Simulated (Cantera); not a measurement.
A Cantera script and what it prints.

```python
import numpy as np
import cantera as ct

gas_names = """
    CL CL2 H HCL H2 Si SiCL SiCL2 SiCL3 SiCL4 SiH SiHCL3 SiH2 SiH2CL2 SiH3 SiH3CL SiH4 Si2 Si3
""".split()
cond_names = """
    Si(cr) Si(L)
""".split()


# ... load() reads the species with a 1 bar reference pressure and builds the phases ...
atoms = {
    'SiH2Cl2': {'Si': 1, 'H': 2, 'CL': 2},
    'H2': {'H': 2},
}
top_T = {}  # K; cautious upper limits of use, not melting points


# ... equilibrate(T, P, feed) seeds the gas with the atoms and calls Mixture.equilibrate('TP', solver="vcs", rtol=1e-11, max_steps=5000) ...
results = []
feed = {'SiH2Cl2': 1, 'H2': 19}  # mol
T = 1023  # K
for P in [100, 460, 2100, 9600, 44000, 200000]:
    mix = equilibrate(T, P, feed)
    results.append((T, P, feed, dict(zip(mix.species_names, mix.species_moles))))
    x = sorted(zip(gas.X, gas.species_names), reverse=True)
    print(f"T = {T:g} K  P = {P:g} Pa  gas = {mix.phase_moles(0):.4g} mol")
    print("   x: " + "  ".join(f"{s} {v:.3e}" for v, s in x if v > 1e-06))
    print("   condensed (mol): " + ("  ".join(f"{mix.phase(i).name} {mix.phase_moles(i):.4g}"
          for i in range(1, mix.n_phases) if mix.phase_moles(i) > 1e-12) or "none"))
```

Result:

```
T = 1023 K  P = 100 Pa  gas = 20.76 mol
   x: H2 9.405e-01  HCL 4.385e-02  SiCL4 9.107e-03  SiCL2 3.634e-03  SiHCL3 1.653e-03  SiCL3 1.252e-03  SiH2CL2 3.322e-05
   condensed (mol): Si(cr) 0.6745
T = 1023 K  P = 460 Pa  gas = 20.68 mol
   x: H2 9.496e-01  HCL 3.227e-02  SiCL4 1.206e-02  SiHCL3 3.002e-03  SiCL2 1.950e-03  SiCL3 1.055e-03  SiH2CL2 8.276e-05
   condensed (mol): Si(cr) 0.6248
T = 1023 K  P = 2100 Pa  gas = 20.61 mol
   x: H2 9.566e-01  HCL 2.289e-02  SiCL4 1.372e-02  SiHCL3 4.854e-03  SiCL2 9.736e-04  SiCL3 7.954e-04  SiH2CL2 1.901e-04  SiH3CL 1.918e-06
   condensed (mol): Si(cr) 0.5768
T = 1023 K  P = 9600 Pa  gas = 20.55 mol
   x: H2 9.614e-01  HCL 1.580e-02  SiCL4 1.409e-02  SiHCL3 7.256e-03  SiCL3 5.548e-04  SiCL2 4.613e-04  SiH2CL2 4.138e-04  SiH3CL 6.081e-06
   condensed (mol): Si(cr) 0.5319
T = 1023 K  P = 44000 Pa  gas = 20.5 mol
   x: H2 9.644e-01  SiCL4 1.328e-02  HCL 1.065e-02  SiHCL3 1.018e-02  SiH2CL2 8.630e-04  SiCL3 3.628e-04  SiCL2 2.093e-04  SiH3CL 1.886e-05
   condensed (mol): Si(cr) 0.4893
T = 1023 K  P = 200000 Pa  gas = 20.45 mol
   x: H2 9.659e-01  SiHCL3 1.339e-02  SiCL4 1.155e-02  HCL 7.052e-03  SiH2CL2 1.718e-03  SiCL3 2.238e-04  SiCL2 9.154e-05  SiH3CL 5.682e-05
   condensed (mol): Si(cr) 0.447
```

Equilibrium computed with Cantera from the NASA thermochemical tables; the gas is ideal and each condensed phase is pure. The tables' values for SiCl3 are old estimates; treat these amounts as uncertain.
